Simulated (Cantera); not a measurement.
Feed: 1 mol SiC, 0.31 mol N2O, 2.2 mol N2, 0.11 mol CO2, at 1975 K and 743 Torr.

These are equilibrium values from Cantera (NASA tables, ideal gas, pure condensed phases), not measurements of a reactor. Candidate condensed phases: C, Si, SiC, SiO2, Si2N2O, Si3N4; 34 gas species. Mutual solubility and eutectic melting of coexisting phases are not modelled. Kinetics and transport are ignored.

Base state: N2 0.856, CO 0.138, SiO 0.00538 (mole fractions); condensed: SiC(s) + Si2N2O(s).

**Question.** What changes in the equilibrium state with this change: temperature from 1975 K to 1950 K?

**Answer.** 
```tsv
species	before	after
N2	0.856	0.857
CO	0.138	0.139
SiO	0.00538	0.00360
SiC(s), mol	0.725	0.723
Si2N2O(s), mol	0.130	0.133
```

**Question.** What changes in the equilibrium state with this change: SiC replaced by Si3N4?

**Answer.** 
```csv
species,before,after
N2,0.856,0.988
CO,0.138,0.00957
SiO,0.00538,0.00201
"SiC(s), mol",0.725,0.0835
"Si2N2O(s), mol",0.130,0.498
"Si3N4(s), mol",0,0.638
```
